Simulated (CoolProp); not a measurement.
Computed with CoolProp (reference Helmholtz-energy equation of state, Thol 2014).

Problem. Give the vapour pressure (MPa), vapour density (kg/m³), enthalpy of vaporisation (kJ/kg), liquid cp (kJ/(kg K)) of saturated diethyl ether at 318.3, 329.4 K.

Solution. 
| T (K) | p (MPa) | vapour density (kg/m³) | enthalpy of vaporisation (kJ/kg) | liquid cp (kJ/(kg K)) |
|---|---|---|---|---|
| 318.3 | 0.146 | 4.34 | 349 | 2.41 |
| 329.4 | 0.207 | 6.05 | 338 | 2.45 |
